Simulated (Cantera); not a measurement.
Feed: 1 mol Cr₂O₃, 15 mol H₂, 42 mol N₂, at 0.0140 bar.

Equilibrium computed with Cantera from the NASA thermochemical tables; the gas is ideal and each condensed phase is pure. Candidate condensed phases: Cr, CrN, Cr₂N, Cr₂O₃, H₂O; 29 gas species. The numbers say what is thermodynamically allowed, not how fast it happens.

Q: What share of the Cr ends up in condensed phases as a function of T (°C), at 1450, 1500, 1550, 1600, 1650, 1700, 1750, 1800?

A: 
```json
[
 {"T (°C)": "1450", "Cr condensed (%)": "96.7", "as": "Cr₂O₃(s)"},
 {"T (°C)": "1500", "Cr condensed (%)": "94.8", "as": "Cr₂O₃(s)"},
 {"T (°C)": "1550", "Cr condensed (%)": "92.1", "as": "Cr₂O₃(s)"},
 {"T (°C)": "1600", "Cr condensed (%)": "88.2", "as": "Cr₂O₃(s)"},
 {"T (°C)": "1650", "Cr condensed (%)": "82.9", "as": "Cr₂O₃(s)"},
 {"T (°C)": "1700", "Cr condensed (%)": "75.6", "as": "Cr₂O₃(s)"},
 {"T (°C)": "1750", "Cr condensed (%)": "65.7", "as": "Cr₂O₃(s)"},
 {"T (°C)": "1800", "Cr condensed (%)": "52.5", "as": "Cr₂O₃(s)"}
]
```
